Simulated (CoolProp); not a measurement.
Vapour-liquid equilibrium of CH2F2 (R32) (1) + R123 (2) at -45.25 °C; x and y are mole fractions of (1).

Values from CoolProp's multi-fluid Helmholtz-energy mixture model, Tillner-Roth 1997 and Younglove 1994; pair parameters Bell 2016.

Task: Give the bubble pressure and the first vapour's composition at x = 0.05, 0.35, 0.425. Is there an azeotrope?

Result: x = 0.05: 14.67 kPa, y = 0.836; x = 0.35: 71.66 kPa, y = 0.974; x = 0.425: 81.11 kPa, y = 0.979. No azeotrope shows between x = 0.05 and 0.95.

The pair parameters rest on a limited set of measurements; away from them the model extrapolates. With so large a gap from Raoult's law the liquid may split in two, which this calculation doesn't test in full.
